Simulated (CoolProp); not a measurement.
Vapour-liquid equilibrium of isobutene (1) + n-octane (2) at 0.0209 MPa; x and y are mole fractions of (1).

Model: multi-fluid Helmholtz-energy mixture model, Lemmon 2005 and Beckmüller 2019; pair parameters Bell 2016, in CoolProp.

```csv
x,bubble temperature (K),y at the bubble point,dew temperature at overall composition x (K),liquid density (mol/L)
0.05,304.7,0.876,348.9,6.212
0.125,278.4,0.976,346.7,6.645
0.2,266.2,0.991,344.5,6.999
0.275,258.6,0.995,342.0,7.341
0.35,253.2,0.997,339.4,7.691
0.425,249.0,0.998,336.4,8.056
0.5,245.5,0.999,333.2,8.442
0.575,242.6,0.999,329.5,8.852
0.65,240.1,1.000,325.3,9.291
0.725,238.0,1.000,320.1,9.762
0.8,236.0,1.000,313.7,10.27
0.875,234.3,1.000,304.8,10.82
0.95,232.7,1.000,289.3,11.41
```

No azeotrope shows between x = 0.05 and 0.95.

The pair parameters rest on a limited set of measurements; away from them the model extrapolates. The gap from Raoult's law changes sign with composition, which may be real or a fault of the pair parameters; it wasn't checked against measurements.
